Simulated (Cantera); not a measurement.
A Cantera script and what it prints.

```python
import numpy as np
import cantera as ct

gas_names = """
    NF3 F2 NO
""".split()
cond_names = """
    SrO(s) SrO(L) Sr(a) Sr(b) Sr(L)
""".split()


def load(file, names, dense=False):
    # The tables refer to 1 bar. Condensed volumes are neglected.
    table = {s.name: s for s in ct.Species.list_from_file(file)}
    out = []
    for n in names:
        d = dict(table[n].input_data)
        d["thermo"] = dict(d["thermo"], **{"reference-pressure": 1e5})
        if dense:
            d["equation-of-state"] = {"model": "constant-volume", "density": "1e6 g/cm^3"}
        out.append(ct.Species.from_dict(d))
    return out


species = {s.name: s for s in load("nasa_gas.yaml", gas_names) + load("nasa_condensed.yaml", cond_names)}
# Each term lists the table entries of one substance; the one whose range holds T is used.
reactions = {
    '2 SrO + 2 NF3(g) = 3 F2(g) + 2 NO(g) + 2 Sr':
        [(-2, ['SrO(s)', 'SrO(L)']), (-2, ['NF3']), (3, ['F2']), (2, ['NO']), (2, ['Sr(a)', 'Sr(b)', 'Sr(L)'])],
}


def pick(names, T):
    return next(species[n] for n in names if species[n].thermo.min_temp <= T <= species[n].thermo.max_temp)


results = []
for label, terms in reactions.items():
    print(label)
    print("     T/K   dH/kJ  dS/(J/K)   dG/kJ   log10 K")
    for T in [900, 1000, 1100, 1200, 1300]:
        used = [(nu, pick(names, T)) for nu, names in terms]
        dH = sum(nu * s.thermo.h(T) for nu, s in used) / 1e6
        dS = sum(nu * s.thermo.s(T) for nu, s in used) / 1e3
        dG = dH - T * dS / 1e3
        logK = -dG * 1e6 / (ct.gas_constant * T * np.log(10))
        results.append((label, T, dH, dS, dG, logK, [s.name for _, s in used]))
        print(f"{T:8g} {dH:8.1f} {dS:8.1f} {dG:8.1f} {logK:8.2f}")
```

Result:

```
2 SrO + 2 NF3(g) = 3 F2(g) + 2 NO(g) + 2 Sr
     T/K   dH/kJ  dS/(J/K)   dG/kJ   log10 K
     900   1620.6    492.7   1177.2   -68.32
    1000   1617.5    489.3   1128.1   -58.93
    1100   1630.9    502.3   1078.4   -51.21
    1200   1628.7    500.4   1028.3   -44.76
    1300   1626.4    498.5    978.4   -39.31
```

Cantera with NASA thermochemical tables; ideal gases at 1 bar, condensed phases pure. Condensed species are held in their standard states even where they would react or evaporate.
